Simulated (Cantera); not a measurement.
# Silicon etching in halogen gases: Si + F₂ + H₂

A closed system holds: 1 mol Si, 0.78 mol F₂, 0.1 mol H₂, at 498.15 K and 0.00133 bar.

Cantera equilibrium calculation (NASA polynomials, part measured and part estimated; ideal gas, pure solids and liquids). Candidate condensed phases: Si; 25 gas species. The numbers say what is thermodynamically allowed, not how fast it happens.

* **x(SiF₄)**: 0.794
* **x(H₂)**: 0.203
* **x(SiHF₃)**: 0.00288
* **x(SiH₂F₂)**: 8.89e-6
* **n(Si(s))**: 0.610 mol
* **gas amount**: 0.4896 mol
